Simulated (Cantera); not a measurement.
A closed system holds: 1 mol Ta₂O₅, 2.8 mol CH₄, 1.4 mol CO, 1.9 mol C, equilibrated at 2325 °C and 10.0 mbar.

Cantera equilibrium calculation (NASA polynomials, part measured and part estimated; ideal gas, pure solids and liquids). Candidate condensed phases: C, C₆H₆, C₇H₈, C₈H₁₈, H₂O, Ta, TaC, Ta₂O₅; 113 gas species. Condensed phases not in the tables: Ta₂C, N, O or C dissolved in the metal. Rates play no part.

Base state: CO 0.458, H₂ 0.313, H 0.213, TaO 0.00834, TaO₂ 0.00663, H₂O 0.000633, CO₂ 0.000143, OH 9.95e-5 (mole fractions); condensed: Ta(s).

What changes in the equilibrium state with this change: pressure from 10.0 mbar to 0.100 bar?


| species | before | after |
|---|---|---|
| CO | 0.458 | 0.494 |
| H₂ | 0.313 | 0.413 |
| H | 0.213 | 0.0774 |
| TaO₂ | 0.00663 | 0.00878 |
| H₂O | 0.000633 | 0.00304 |
| CO₂ | 0.000143 | 0.000563 |
| TaO | 0.00834 | 0.00304 |
| O | 4.39e-5 | 1.60e-5 |
| OH | 9.95e-5 | 0.000131 |
| Ta(s), mol | 1.80 | 1.85 |
